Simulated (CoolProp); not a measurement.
Octamethylcyclotetrasiloxane (D4) along the isotherm 505.3 K: fugacity coefficient from the reference equation and from simpler models built on Tc = 586.5 K, pc = 1.347 MPa, ω = 0.598; each cubic takes its own stable root.

Computed with CoolProp (reference Helmholtz-energy equation of state, Thol 2015).

```
p (MPa)   phase  reference
-------  ------  ---------
0.306       gas     0.8611
0.612    liquid     0.4941
0.919    liquid     0.3397
1.22     liquid     0.2639
1.53     liquid     0.2173
1.84     liquid     0.1865
2.14     liquid     0.1653
2.45     liquid     0.1490
2.76     liquid     0.1364
3.06     liquid     0.1268
3.37     liquid     0.1188
```

Problem. How far does each simpler model (Redlich-Kwong, Soave-Redlich-Kwong) lie from the reference over these 11 states: mean and median of the absolute difference, and the worst?

Solution. 
- Redlich-Kwong: mean 45.0 %, median 49.0 %, worst +53.2 % at 505.3 K and 3.37 MPa
- Soave-Redlich-Kwong: mean 3.8 %, median 4.0 %, worst +5.6 % at 505.3 K and 3.37 MPa
